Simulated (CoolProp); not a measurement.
R123 along the isobar 0.101 MPa: fugacity coefficient from the reference equation and from simpler models built on Tc = 456.8 K, pc = 3.662 MPa, ω = 0.282; each cubic takes its own stable root.

Computed with CoolProp (reference Helmholtz-energy equation of state, Younglove 1994). It is a modified Benedict-Webb-Rubin equation, recast in Helmholtz form.

```tsv
T (K)	phase	reference	Redlich-Kwong	Peng-Robinson
199.2	liquid	0.002298	(withheld)	0.002749
226.6	liquid	0.02256	0.07330	0.02463
253.9	liquid	0.1231	(withheld)	0.1281
281.3	liquid	(withheld)	0.9364	0.4600
308.6	gas	0.9624	0.9722	0.9673
336	gas	0.9722	0.9779	0.9742
363.3	gas	0.9789	0.9821	0.9793
390.6	gas	0.9836	0.9854	0.9832
418	gas	0.9870	0.9879	0.9863
445.3	gas	0.9896	0.9899	0.9887
472.7	gas	0.9916	0.9915	0.9906
500	gas	0.9932	0.9928	0.9922
```

### Question
Complete the blanks.

### Answer

- 199.2, Redlich-Kwong: 0.009925
- 253.9, Redlich-Kwong: 0.3132
- 281.3, reference: 0.4528
